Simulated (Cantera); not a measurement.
Feed: 1 mol Ni, 5.6 mol NH₃, 210 mol H₂, held at 1.00 bar.

Equilibrium computed with Cantera from the NASA thermochemical tables; the gas is ideal and each condensed phase is pure. Candidate condensed phases: Ni; 10 gas species. Kinetics and transport are ignored.

x: gas mole fraction; n: condensed amount in mol.

```json
[
 {"T (K)": "900", "x H₂": "0.987", "x N₂": "0.0126", "x H": "1.16e-10", "x Ni": "<1e-12", "x NH₃": "0.000133", "x NH₂": "<1e-12", "n Ni(s)": "1.00", "n Ni(l)": "0"},
 {"T (K)": "1000", "x H₂": "0.987", "x N₂": "0.0126", "x H": "…", "x Ni": "<1e-12", "x NH₃": "…", "x NH₂": "<1e-12", "n Ni(s)": "1.00", "n Ni(l)": "0"},
 {"T (K)": "1100", "x H₂": "0.987", "x N₂": "0.0126", "x H": "…", "x Ni": "<1e-12", "x NH₃": "…", "x NH₂": "…", "n Ni(s)": "1.00", "n Ni(l)": "0"},
 {"T (K)": "1200", "x H₂": "0.987", "x N₂": "0.0126", "x H": "1.96e-7", "x Ni": "1.08e-11", "x NH₃": "2.11e-5", "x NH₂": "8.12e-12", "n Ni(s)": "1.00", "n Ni(l)": "0"},
 {"T (K)": "1300", "x H₂": "0.987", "x N₂": "0.0127", "x H": "1.10e-6", "x Ni": "2.83e-10", "x NH₃": "1.37e-5", "x NH₂": "3.35e-11", "n Ni(s)": "1.00", "n Ni(l)": "0"},
 {"T (K)": "1400", "x H₂": "0.987", "x N₂": "0.0127", "x H": "4.83e-6", "x Ni": "4.61e-9", "x NH₃": "9.44e-6", "x NH₂": "1.13e-10", "n Ni(s)": "1.000", "n Ni(l)": "0"},
 {"T (K)": "1500", "x H₂": "0.987", "x N₂": "0.0127", "x H": "1.75e-5", "x Ni": "5.14e-8", "x NH₃": "6.83e-6", "x NH₂": "3.24e-10", "n Ni(s)": "1.000", "n Ni(l)": "0"},
 {"T (K)": "1600", "x H₂": "0.987", "x N₂": "0.0127", "x H": "5.40e-5", "x Ni": "4.22e-7", "x NH₃": "5.15e-6", "x NH₂": "8.13e-10", "n Ni(s)": "1.000", "n Ni(l)": "0"},
 {"T (K)": "1700", "x H₂": "0.987", "x N₂": "0.0127", "x H": "0.000146", "x Ni": "2.69e-6", "x NH₃": "4.02e-6", "x NH₂": "1.83e-9", "n Ni(s)": "0.999", "n Ni(l)": "0"},
 {"T (K)": "1800", "x H₂": "0.987", "x N₂": "0.0127", "x H": "0.000356", "x Ni": "1.32e-5", "x NH₃": "3.22e-6", "x NH₂": "3.77e-9", "n Ni(s)": "0", "n Ni(l)": "0.997"},
 {"T (K)": "1900", "x H₂": "0.987", "x N₂": "0.0127", "x H": "0.000788", "x Ni": "5.37e-5", "x NH₃": "2.64e-6", "x NH₂": "7.19e-9", "n Ni(s)": "0", "n Ni(l)": "0.988"},
 {"T (K)": "2000", "x H₂": "0.986", "x N₂": "0.0126", "x H": "0.00161", "x Ni": "0.000189", "x NH₃": "2.21e-6", "x NH₂": "1.29e-8", "n Ni(s)": "0", "n Ni(l)": "0.958"}
]
```

Problem. Complete the blanks.

Solution. 
- 1100, x H: 2.57e-8
- 1100, x NH₃: 3.50e-5
- 1100, x NH₂: 1.52e-12
- 1000, x H: 2.26e-9
- 1000, x NH₃: 6.42e-5
